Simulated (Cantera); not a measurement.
A closed system holds: 1 mol V, 1.1 mol NH3, at 2327 °C and 0.0380 bar.

These are equilibrium values from Cantera (NASA tables, ideal gas, pure condensed phases), not measurements of a reactor. Candidate condensed phases: V, VN; 11 gas species. Condensed phases not in the tables: V2N, N, O or C dissolved in the metal. Equilibrium is a limit: real reactors are often held back by kinetics, nucleation or transport.

Base state: H2 0.581, N2 0.219, H 0.150, V 0.0498 (mole fractions); condensed: V(l).

### Question
What changes in the equilibrium state with this change: temperature from 2327 °C to 1652 °C?

### Answer
| species | before | after |
|---|---|---|
| H2 | 0.581 | 0.966 |
| N2 | 0.219 | 0.0293 |
| H | 0.150 | 0.00482 |
| V | 0.0498 | 1.52e-5 |
| V(l), mol | 0.875 | 0 |
| VN(s), mol | 0 | 1.000 |
VN: taken at fixed stoichiometry. Condensed phases not in the tables: V2N.
